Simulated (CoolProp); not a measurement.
A single-stage vapour-compression cycle with the fluid: evaporating at 236.15 K (dew point), condensing at 270.15 K (bubble point), superheat 5 K, subcooling 0 K, compressor efficiency 0.75, no pressure losses. The same conditions are run with several fluids, on thermodynamics alone (safety and materials aside).

Model: reference Helmholtz-energy equation of state of each fluid (C2F6 (R116): Lemmon 2006; chlorine: Thol 2021; R142b: Lemmon 2006; R125: Lemmon 2005; carbonyl sulfide: Lemmon 2006; nitrous oxide: Lemmon 2006), in CoolProp.

```csv
fluid,cooling COP,pressure ratio,discharge temperature (K),refrigerating effect (kJ/kg),volumetric capacity (kJ/m³)
C2F6 (R116),3.54,2.83,278.7,59.4,2880
chlorine,4.47,3.77,364.0,259,828
R142b,4.64,4.61,298.9,201,286
R125,4.35,3.59,285.9,121,1300
carbonyl sulfide,4.52,3.31,330.3,261,1460
nitrous oxide,4.05,2.77,321.2,244,6370
```
